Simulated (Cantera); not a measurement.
An isothermal, constant-pressure homogeneous reactor starts with 31.6 % H₂, 32.6 % O₂, 35.8 % N₂, equivalence ratio 0.48, at 950 K and 750 Torr.

Computed with Cantera and GRI-Mech 3.0 (53 species, 325 reactions). The temperature is held fixed by assumption; the heat of reaction is taken as removed at once.

x: mole fraction; the columns are a selection and need not sum to one.

```
t (s)         x H₂   x O₂     x HO₂       x H       x O
--------  --------  -----  --------  --------  --------
0.000500     0.316  0.326   9.86e-8  8.77e-10  1.88e-10
0.00135      0.316  0.326   4.56e-7   2.27e-9  4.87e-10
0.00364      0.316  0.326   6.08e-6   2.70e-8   5.78e-9
0.00981      0.271  0.308       [?]       [?]       [?]
0.0265       0.267  0.306   9.16e-5   6.85e-7   1.56e-7
0.0714       0.241  0.295  0.000117   9.60e-7   2.24e-7
0.193        0.175  0.268  0.000109   5.92e-7   1.68e-7
0.519          [?]    [?]       [?]       [?]       [?]
1.40       0.00462  0.201   1.74e-5   1.06e-8   3.89e-8
3.78      0.000494  0.199   2.67e-6  2.62e-10   2.11e-9
10.2       9.34e-5  0.199   6.68e-7  1.88e-11  1.73e-10
27.5       1.32e-5  0.199   1.63e-7  1.71e-12  1.64e-11
74.1       1.98e-7  0.199   1.13e-8    <1e-12    <1e-12
200       1.53e-11  0.199  7.44e-10    <1e-12  1.44e-11
```

Question: Some entries are withheld; supply them.

Answer: 
- 0.00981, x HO₂: 5.96e-5
- 0.00981, x H: 2.85e-7
- 0.00981, x O: 6.57e-8
- 0.519, x H₂: 0.0670
- 0.519, x O₂: 0.226
- 0.519, x HO₂: 7.89e-5
- 0.519, x H: 2.34e-7
- 0.519, x O: 1.30e-7
